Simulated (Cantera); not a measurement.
Mixture: 5.42 % CO, 6.51 % H2, 0.868 % CH4, 18.3 % O2, 68.9 % N2, equivalence ratio 0.42, at 2.70 bar, adiabatic and at constant pressure. Ignition delay is the time to a rise of 400 K.

Computed with Cantera and GRI-Mech 3.0 (53 species, 325 reactions). Where the delays flatten at high temperature, the 400 K rule measures the pace of heat release, not the induction time.

Problem. Predict: delay at 1100 K; delay at 1250 K; delay at 1400 K; delay at 1550 K; delay at 1700 K.

Solution. 
```
Property            Value
---------------  --------
delay at 1100 K  0.152 ms
delay at 1250 K   30.4 µs
delay at 1400 K   16.3 µs
delay at 1550 K   12.2 µs
delay at 1700 K   11.0 µs
```
